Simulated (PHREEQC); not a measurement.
Dissolve 0.2 mol/kgw CsBr, 3.5e-05 mol/kgw Zn(NO3)2, 0.059 mol/kgw MgBr2 and 0.0036 mol/kgw MgSO4 at 20 °C. Closed to the air; pH follows from the charge balance.

Computed with PHREEQC (ion-association model, wateq4f.dat).

Precipitation was switched off in this run.

Task: Predict the pH, activity of water.

Result: pH 6.62; activity of water 0.990.

Task: In which forms is S present?

Result: SO4-2 55 %, MgSO4 45 % of the S.
